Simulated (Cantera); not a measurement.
Charge: 1 mol Fe₂O₃, 0.97 mol O₂, 1.2 mol H₂O, held at 1 atm.

Equilibrium computed with Cantera from the NASA thermochemical tables; the gas is ideal and each condensed phase is pure. Candidate condensed phases: Fe, FeO, Fe(OH)₂, Fe(OH)₃, Fe₂O₃, Fe₃O₄, H₂O; 12 gas species. Kinetics and transport are ignored. All values below are at 748 K.

Base state: H₂O 0.553, O₂ 0.447 (mole fractions); condensed: Fe₂O₃(s).

Problem. What changes in the equilibrium state with this change: 0.57 mol NH₃ added?

Solution. 
```
species        before   after
-------------  ------  ------
H₂O             0.553   0.713
O₂              0.447   0.188
N₂                  0  0.0989
Fe₂O₃(s), mol    1.00    1.00
```
